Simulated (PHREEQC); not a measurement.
NaOH is added in steps, without added water, to 1 kg of water holding 1 mol/kgw HCl and 0.62 mol/kgw Na2SO4, at 75 °C. CO2 is held at log p = -3.4 (atm). Solids allowed: Burkeite, Halite, Mirabilite, Nahcolite, Natron, Thenardite, Trona. Others were left out.

Base run: PHREEQC, Pitzer model, pitzer.dat. Each further column changes one thing. The table gives pH.

```tsv
NaOH added (mol)	base	HCl from 1 to 0.5 mol/kgw	HCl left out	temperature from 75 to 10 °C	no solid may form
0	0.32	1.24	6.35	0.15	0.32
0.2375	0.63	1.80	9.78	?	0.63
0.475	1.09	3.00	9.93	?	1.09
0.5938	1.36	9.51	9.97	0.78	1.36
0.8313	1.98	9.80	?	1.23	1.98
1.069	9.40	9.92	10.08	9.30	9.40
1.306	9.75	9.99	10.12	9.67	9.75
1.425	9.82	10.02	10.13	?	9.82
1.663	9.92	10.06	10.16	9.83	9.92
1.9	9.98	10.10	10.18	9.89	9.98
```

Q: Complete the blanks.

A: 
- 0.2375, temperature from 75 to 10 °C: 0.35
- 0.475, temperature from 75 to 10 °C: 0.61
- 0.8313, HCl left out: 10.03
- 1.425, temperature from 75 to 10 °C: 9.74

In brines, pH and single-ion activities rest on the MacInnes convention. At this temperature some constants are extrapolated from 25 °C, and those without enthalpy data are left unchanged. Solids allowed in the column 'HCl left out': Burkeite, Mirabilite, Nahcolite, Natron, Thenardite, Trona.
